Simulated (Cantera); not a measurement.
Input (Python, Cantera) and output of one run.

```python
import numpy as np
import cantera as ct

gas_names = """
    B BN B2 N N2
""".split()
cond_names = """
    B(b) B(L) BN(s)
""".split()


# ... load() reads the species with a 1 bar reference pressure and builds the phases ...
atoms = {
    'B': {'B': 1},
    'N2': {'N': 2},
}
top_T = {'BN(s)': 3200}  # K; cautious upper limits of use, not melting points


# ... equilibrate(T, P, feed) seeds the gas with the atoms and calls Mixture.equilibrate('TP', solver="vcs", rtol=1e-11, max_steps=5000) ...
results = []
feed = {'B': 1, 'N2': 28}  # mol
T = 2248.15  # K
P = 37000  # Pa
mix = equilibrate(T, P, feed)
results.append((T, P, feed, dict(zip(mix.species_names, mix.species_moles))))
print(gas.report(threshold=0.0001))
for i in range(1, mix.n_phases):
    print(f"{mix.phase(i).name:16s} {mix.phase_moles(i):12.5e} mol")
```

It prints:

```
       temperature   2248.2 K
          pressure   37000 Pa
           density   0.055452 kg/m^3
  mean mol. weight   28.014 kg/kmol
   phase of matter   gas

                          1 kg             1 kmol
                     ---------------   ---------------
          enthalpy        2.3231e+06         6.508e+07  J
   internal energy        1.6559e+06        4.6387e+07  J
           entropy            9443.3        2.6455e+05  J/K
    Gibbs function       -1.8907e+07       -5.2966e+08  J
 heat capacity c_p            1299.5             36406  J/K
 heat capacity c_v            1002.8             28091  J/K

                      mass frac. Y      mole frac. X     chem. pot. / RT
                     ---------------   ---------------   ---------------
                N2                 1                 1           -28.336
     [   +4 minor]        9.5326e-07        1.8279e-06

B(b)              0.00000e+00 mol
BN(s)             9.99951e-01 mol
```

These are equilibrium values from Cantera (NASA tables, ideal gas, pure condensed phases), not measurements of a reactor.
